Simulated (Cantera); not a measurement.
Input (Python, Cantera):

```python
import numpy as np
import cantera as ct

gas = ct.Solution("SiF4_NH3_mec.yaml", "gas")
gas.TPX = 1650, 17000, {'NH3': 1, 'N2': 1.4}
reactor = ct.IdealGasConstPressureReactor(gas, energy="off", clone=False)
net = ct.ReactorNet([reactor])
net.rtol, net.atol = 1e-08, 1e-18
show = ['NH3', 'N2', 'N2H2', 'N2H4', 'NH2']
times = np.geomspace(8e-05, 20, 9)

steps = ct.SolutionArray(gas, extra=["t"])
rows = []
print(f"{'t/s':>10s}{'T/K':>9s}{'P/Pa':>11s}" + "".join(f"{s:>11s}" for s in show))
for t in times:
    while net.time < t:
        t_next = net.step()
        steps.append(gas.state, t=t_next)
    rows.append([np.interp(t, steps.t, y) for y in (steps.T, steps.P, *steps(*show).X.T)])
    print(f"{t:10.3e}{rows[-1][0]:9.1f}{rows[-1][1]:11.4g}" + "".join(f"{x:11.3e}" for x in rows[-1][2:]))
rate = np.gradient(steps.T, steps.t)
print("integrator steps:", len(steps.t))
if steps.T.max() > steps.T[0] + 200:
    print(f"time of steepest temperature rise: {steps.t[rate.argmax()]:.4e} s")
gas.TPX = 1650, 17000, {'NH3': 1, 'N2': 1.4}
gas.equilibrate("TP")
print(f"equilibrium (TP): T = {gas.T:.1f} K  " + "  ".join(f"{s} {gas[s].X[0]:.3e}" for s in show))
```

Result:

```
       t/s      T/K       P/Pa        NH3         N2       N2H2       N2H4        NH2
 8.000e-05   1650.0    1.7e+04  4.167e-01  5.833e-01  1.475e-11  2.674e-12  1.146e-06
 3.783e-04   1650.0    1.7e+04  4.167e-01  5.833e-01  6.686e-10  7.244e-11  5.454e-06
 1.789e-03   1650.0    1.7e+04  4.166e-01  5.833e-01  1.919e-08  1.668e-09  2.568e-05
 8.459e-03   1650.0    1.7e+04  4.165e-01  5.833e-01  3.591e-07  2.695e-08  1.029e-04
 4.000e-02   1650.0    1.7e+04  4.151e-01  5.832e-01  6.286e-07  4.552e-08  1.337e-04
 1.891e-01   1650.0    1.7e+04  4.086e-01  5.828e-01  6.155e-07  4.213e-08  1.286e-04
 8.944e-01   1650.0    1.7e+04  3.798e-01  5.811e-01  5.483e-07  3.420e-08  1.159e-04
 4.229e+00   1650.0    1.7e+04  2.780e-01  5.752e-01  3.355e-07  2.028e-08  8.924e-05
 2.000e+01   1650.0    1.7e+04  9.782e-02  5.646e-01  7.200e-08  4.275e-09  4.100e-05
integrator steps: 977
equilibrium (TP): T = 1650.0 K  NH3 1.511e-06  N2 5.588e-01  N2H2 8.733e-15  N2H4 3.940e-18  NH2 1.242e-09
```

Cantera simulation using the gas-phase N/H chemistry of the illustrative SiF4/NH3 mechanism in the Surface Chemkin manual (1991); the numbers are that mechanism's predictions, not measurements. Walls and surfaces, which speed up NH3 decomposition in real reactors, are not modelled.
